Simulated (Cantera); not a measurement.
Charge: 1 mol C₂F₆, a varied amount of F₂, 5.7 mol H₂, held at 2823 K and 0.740 bar.

Cantera equilibrium calculation (NASA polynomials, part measured and part estimated; ideal gas, pure solids and liquids). Candidate condensed phases: C, C₆H₆, C₇H₈, C₈H₁₈; 95 gas species. The feed counts by its element totals alone. Equilibrium is a limit: real reactors are often held back by kinetics, nucleation or transport.

Problem. What share of the C ends up in condensed phases as a function of n(F₂) (mol), at 0.01, 0.017, 0.028, 0.047, 0.077, 0.13, 0.21, 0.34, 0.56, 0.93, 1.5, 2.5?

Solution. 
```json
[
 {"n(F₂) (mol)": "0.01", "C condensed (%)": "90.8", "as": "C(graphite)"},
 {"n(F₂) (mol)": "0.017", "C condensed (%)": "90.9", "as": "C(graphite)"},
 {"n(F₂) (mol)": "0.028", "C condensed (%)": "90.9", "as": "C(graphite)"},
 {"n(F₂) (mol)": "0.047", "C condensed (%)": "91.0", "as": "C(graphite)"},
 {"n(F₂) (mol)": "0.077", "C condensed (%)": "91.1", "as": "C(graphite)"},
 {"n(F₂) (mol)": "0.13", "C condensed (%)": "91.3", "as": "C(graphite)"},
 {"n(F₂) (mol)": "0.21", "C condensed (%)": "91.5", "as": "C(graphite)"},
 {"n(F₂) (mol)": "0.34", "C condensed (%)": "92.0", "as": "C(graphite)"},
 {"n(F₂) (mol)": "0.56", "C condensed (%)": "92.7", "as": "C(graphite)"},
 {"n(F₂) (mol)": "0.93", "C condensed (%)": "94.0", "as": "C(graphite)"},
 {"n(F₂) (mol)": "1.5", "C condensed (%)": "95.9", "as": "C(graphite)"},
 {"n(F₂) (mol)": "2.5", "C condensed (%)": "99.0", "as": "C(graphite)"}
]
```
